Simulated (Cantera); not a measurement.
A jet of CH4 : O2 : N2 = 0.021 : 0.18 : 0.79 (molar parts), equivalence ratio 0.23 at 300 K and 0.0220 bar hits a platinum plate 8.7 cm away at a mass flux of 0.085 kg/m²/s; the plate temperature is set and raised in steps from an oxygen-covered start.

Detailed kinetics in Cantera: Deutschmann's 1995 Pt surface mechanism with GRI-Mech 3.0 gas chemistry. Catalytic surfaces can have several steady states; this one follows from the mechanism file's or the stated starting coverage.

x: mole fraction at the wall; θ: surface coverage.

```csv
plate T (K),wall x CH4,wall x O2,wall x H2O,wall x OH,wall x CO,wall x CO2,θ free Pt,θ O*
950,0.0151,0.169,0.0113,1.06e-7,8.96e-6,0.00745,0.321,0.679
1000,…,0.164,…,…,…,…,…,…
1050,…,0.160,…,…,…,…,…,…
1100,0.00969,0.157,0.0212,1.72e-6,1.40e-5,0.0141,0.535,0.465
1150,0.00845,0.155,0.0235,3.53e-6,1.63e-5,0.0155,0.600,0.400
1200,0.00748,0.153,0.0252,6.72e-6,1.91e-5,0.0167,0.660,0.340
1250,0.00672,0.151,0.0265,1.19e-5,2.27e-5,0.0175,0.714,0.286
```

Problem. Fill in the missing entries.

Solution. 
- 1000, wall x CH4: 0.0130
- 1000, wall x H2O: 0.0152
- 1000, wall x OH: 3.04e-7
- 1000, wall x CO: 1.05e-5
- 1000, wall x CO2: 0.00999
- 1000, θ free Pt: 0.394
- 1000, θ O*: 0.605
- 1050, wall x CH4: 0.0112
- 1050, wall x H2O: 0.0186
- 1050, wall x OH: 7.65e-7
- 1050, wall x CO: 1.21e-5
- 1050, wall x CO2: 0.0122
- 1050, θ free Pt: 0.466
- 1050, θ O*: 0.534
